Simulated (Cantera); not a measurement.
An isothermal plug-flow reactor at 550 K and 5.00 bar (inlet), inlet velocity 0.84 m/s, active area per volume 2300 1/m; feed H₂ : O₂ : N₂ : H₂O = 0.0045 : 0.026 : 0.79 : 0.005 (molar parts).

Detailed kinetics in Cantera: Deutschmann's 1995 Pt surface mechanism with GRI-Mech 3.0 gas chemistry. Catalytic surfaces can have several steady states; this one follows from the mechanism file's or the stated starting coverage. Mass transfer to the wall is taken as infinitely fast.

x: gas mole fraction; θ: surface coverage.

```csv
z (m),x H₂,x O₂,x H₂O,θ free Pt,θ O*,θ OH*
4.1e-05,0.00291,0.0303,0.00862,0.150,0.796,0.0540
8.8e-05,0.00188,0.0298,0.00965,0.0981,0.855,0.0467
0.00019,0.00105,0.0294,0.0105,0.0558,0.907,0.0372
0.00041,0.000538,0.0291,0.0110,0.0287,0.944,0.0276
0.00088,0.000262,0.0290,0.0113,0.0141,0.966,0.0197
0.0019,___,0.0289,0.0114,___,0.980,___
0.0041,___,0.0289,0.0115,___,0.987,___
```

**Question.** Some entries are withheld; supply them.

**Answer.** 
- 0.0019, x H₂: 0.000124
- 0.0019, θ free Pt: 0.00667
- 0.0019, θ OH*: 0.0137
- 0.0041, x H₂: 5.78e-5
- 0.0041, θ free Pt: 0.00312
- 0.0041, θ OH*: 0.00943
